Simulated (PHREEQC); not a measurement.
**Brine: speciation**

Make-up at 20 °C: 1 mol MgCl2, 0.23 mol KCl and 0.27 mol LiBr per kg of water. Closed to the air; pH follows from the charge balance.

Equilibrium calculation in PHREEQC: Pitzer model, pitzer.dat.

This is a speciation only: nothing precipitates in the calculation.

**Question.** Predict the activity of water, density, osmotic coefficient.

**Answer.** activity of water 0.918; density 1.096 g/cm³; osmotic coefficient 1.181.

Species that the database lacks are ignored.
